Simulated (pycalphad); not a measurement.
**Effect of Si content in Cu-Si**

Source of the numbers: pycalphad with the COST 507 light-alloy database (1999); pressure 1 atm. The data set is of 1999 and partly superseded. Phase fractions are per mole of atoms.

```csv
alloy,liquidus (K),first solid,solidus (K),phases at 900 K
Cu-2.13Si (at.%),1339,FCC_A1,1314,FCC_A1 1.00
Cu-4.25Si (at.%),?,FCC_A1,?,FCC_A1 1.00
Cu-8.5Si (at.%),1258,FCC_A1,1182,FCC_A1 1.00
Cu-25.5Si (at.%),1128,CU19SI6_ETA,1074,"CU19SI6_ETA 0.98, DIAMOND_A4 0.02"
```

Q: Fill in the missing entries.

A: 
- Cu-4.25Si (at.%), liquidus (K): 1317
- Cu-4.25Si (at.%), solidus (K): 1271

Database names, with the compositions (at.%) that they take in these runs: CU19SI6_ETA: Cu 76 Si 24. FCC_A1 is fcc; DIAMOND_A4 is diamond (Si).
